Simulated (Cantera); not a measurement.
Mixture: CH4 : C2H6 : O2 : N2 = 1 : 0.075 : 2.9 : 10.2 (molar parts), equivalence ratio 0.78, at 810000 Pa, adiabatic and at constant pressure. Ignition delay is the time to a rise of 400 K.

Model: GRI-Mech 3.0 (53 species, 325 reactions), integrated in Cantera.

**Question.** What does this change do: constant volume in place of constant pressure?

**Answer.** 
```
quantity                                                before       after
--------------------------------------------------  ----------  ----------
delay at 1273 K                                       0.619 ms    0.583 ms
delay at 1323 K                                       0.372 ms    0.348 ms
delay at 1373 K                                       0.229 ms    0.213 ms
delay at 1423 K                                       0.143 ms    0.132 ms
delay at 1473 K                                        91.4 µs     84.0 µs
delay at 1523 K                                        59.4 µs     54.2 µs
delay at 1573 K                                        39.3 µs     35.7 µs
apparent activation energy between 1473 and 1573 K  160 kJ/mol  170 kJ/mol
```

**Question.** What does this change do: O2 2.9 to 1.6 parts?

**Answer.** 
```csv
quantity,before,after
delay at 1273 K,0.619 ms,1.21 ms
delay at 1323 K,0.372 ms,0.765 ms
delay at 1373 K,0.229 ms,0.484 ms
delay at 1423 K,0.143 ms,0.307 ms
delay at 1473 K,91.4 µs,0.196 ms
delay at 1523 K,59.4 µs,0.125 ms
delay at 1573 K,39.3 µs,80.9 µs
apparent activation energy between 1473 and 1573 K,160 kJ/mol,170 kJ/mol
```
